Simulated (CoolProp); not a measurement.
Model: reference Helmholtz-energy equation of state, Platzer 1990, in CoolProp. This equation is an older, rougher fit; its heat capacities, sound speeds and derivatives of the liquid may be far off and weren't checked against measurements.

Give the vapour pressure (bar), enthalpy of vaporisation (kJ/kg), vapour Z, liquid viscosity (µPa s) of saturated CF4 (R14) at 180.6, 216.1 K.


```csv
T (K),p (bar),enthalpy of vaporisation (kJ/kg),vapour Z,liquid viscosity (µPa s)
180.6,7.22,110,0.849,132
216.1,26.6,63.9,0.583,71.2
```

Viscosity comes from a separate model (Huber 2003), an estimate that may be off by 10 % or more.
